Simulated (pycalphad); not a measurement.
Effect of Sn content in Si-Sn

Source of the numbers: pycalphad with the COST 507 light-alloy database (1999); pressure 1 atm. The data set is of 1999 and partly superseded. Phase fractions are per mole of atoms.

| alloy | liquidus (K) | first solid | solidus (K) | phases at 575 K |
|---|---|---|---|---|
| Si-4.5Sn (at.%) | (withheld) | DIAMOND_A4 | 505 | (withheld) |
| Si-9Sn (at.%) | 1657 | DIAMOND_A4 | 505 | DIAMOND_A4 0.91, LIQUID 0.09 |
| Si-13.5Sn (at.%) | 1649 | DIAMOND_A4 | 505 | DIAMOND_A4 0.86, LIQUID 0.14 |
| Si-27Sn (at.%) | 1637 | DIAMOND_A4 | 505 | DIAMOND_A4 0.73, LIQUID 0.27 |
| Si-36Sn (at.%) | 1631 | DIAMOND_A4 | 505 | DIAMOND_A4 0.64, LIQUID 0.36 |

What belongs in the gaps?


- Si-4.5Sn (at.%), liquidus (K): 1669
- Si-4.5Sn (at.%), phases at 575 K: DIAMOND_A4 0.96, LIQUID 0.04

DIAMOND_A4 is diamond (Si).
